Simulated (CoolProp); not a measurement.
Properties of nitrous oxide along the isotherm 65.35 °C.

Model: reference Helmholtz-energy equation of state, Lemmon 2006, in CoolProp. It is a short technical equation, of lower accuracy than the large ones.

| p (MPa) | phase | Z | cp (kJ/(kg K)) | speed of sound (m/s) | expansivity (1/kK) |
|---|---|---|---|---|---|
| 4.17 | gas | 0.8364 | 1.192 | 258.1 | 5.219 |
| 8.33 | supercritical | 0.6250 | 2.142 | 231.2 | 12.93 |
| 12.5 | supercritical | 0.3992 | 4.109 | 255.1 | 24.54 |
| 16.7 | supercritical | 0.4006 | 2.714 | 358.6 | 10.97 |
| 20.8 | supercritical | 0.4505 | 2.259 | 433.6 | 7.236 |
| 25 | supercritical | 0.5089 | 2.047 | 492.0 | 5.591 |
| 29.2 | supercritical | 0.5690 | 1.924 | 539.9 | 4.668 |
| 33.3 | supercritical | 0.6277 | 1.844 | 580.0 | 4.080 |
| 37.5 | supercritical | 0.6875 | 1.785 | 616.5 | 3.650 |
| 41.7 | supercritical | 0.7467 | 1.741 | 649.4 | 3.326 |
| 45.8 | supercritical | 0.8040 | 1.706 | 678.8 | 3.077 |
| 50 | supercritical | 0.8621 | 1.678 | 706.8 | 2.869 |

The peak of cp marks the crossing from liquid-like to gas-like fluid above the critical point.
